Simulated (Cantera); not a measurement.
Feed: 1 mol C2H5OH, 0.2 mol O2, a varied amount of N2, at 925 K and 26.3 Torr.

Cantera equilibrium calculation (NASA polynomials, part measured and part estimated; ideal gas, pure solids and liquids). Candidate condensed phases: C, C6H6, C7H8, C8H18, H2O; 136 gas species. Kinetics and transport are ignored.

x: gas mole fraction; n: condensed amount in mol.

| n(N2) (mol) | x N2 | x H2 | x CO | x H2O | x CO2 | x CH4 | n C(graphite) |
|---|---|---|---|---|---|---|---|
| 0.66 | 0.133 | 0.590 | 0.259 | 0.00796 | [?] | 0.00276 | 0.661 |
| 1.3 | 0.231 | 0.523 | 0.232 | 0.00630 | [?] | 0.00217 | 0.655 |
| 2.5 | 0.366 | 0.432 | 0.193 | 0.00433 | [?] | 0.00148 | 0.646 |
| 5 | 0.535 | 0.317 | 0.143 | 0.00236 | [?] | 0.000797 | 0.635 |
| 9.8 | 0.692 | 0.210 | 0.0958 | 0.00105 | [?] | 0.000350 | 0.624 |
| 19 | 0.813 | 0.128 | 0.0588 | 0.000390 | [?] | 0.000129 | 0.615 |
| 38 | 0.896 | 0.0706 | 0.0327 | 0.000120 | [?] | 3.96e-5 | 0.608 |

Task: What belongs in the gaps?

Result: 
- 0.66, x CO2: 0.00708
- 1.3, x CO2: 0.00564
- 2.5, x CO2: 0.00391
- 5, x CO2: 0.00215
- 9.8, x CO2: 0.000967
- 19, x CO2: 0.000363
- 38, x CO2: 0.000112
